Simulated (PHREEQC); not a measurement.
**Brackish or sea water (model solution)**

Model water analysis in mmol/kgw, 63 °C, pH 6.55, pe 1.7: Na 278; K 6.15; Ca 21; Mg 12.7; Cl 354; S(6) 5.74; Alkalinity (meq/kgw) 0.472; Si 0.291.

Valence states are taken as typed.

Model: ion-association model, phreeqc.dat, run in PHREEQC.

```
Property                      Value
--------------------  -------------
ionic strength        0.389 mol/kgw
activity of water             0.989
specific conductance    63600 µS/cm
density                 0.996 g/cm³
charge-balance error         -2.0 %
```

```
species  molality  activity   log γ
-------  --------  --------  ------
Cl-         0.354     0.230  -0.188
Na+         0.277     0.195  -0.153
Ca+2       0.0203   0.00503  -0.606
Mg+2       0.0117   0.00321  -0.560
K+        0.00611   0.00392  -0.192
SO4-2     0.00297  0.000613  -0.686
NaSO4-    0.00107  0.000740  -0.161
MgSO4     0.00101   0.00110   0.039
CaSO4    0.000645  0.000706   0.039
HCO3-    0.000386  0.000267  -0.161
H4SiO4   0.000290  0.000318   0.039
CO2      0.000137  0.000150   0.039
KSO4-     4.41e-5   3.04e-5  -0.161
```

Precipitation was switched off in this run. Complexes and solids missing from the database can't appear. Away from 25 °C the constants follow the database's enthalpies or fits; those with neither stay at their 25 °C values.
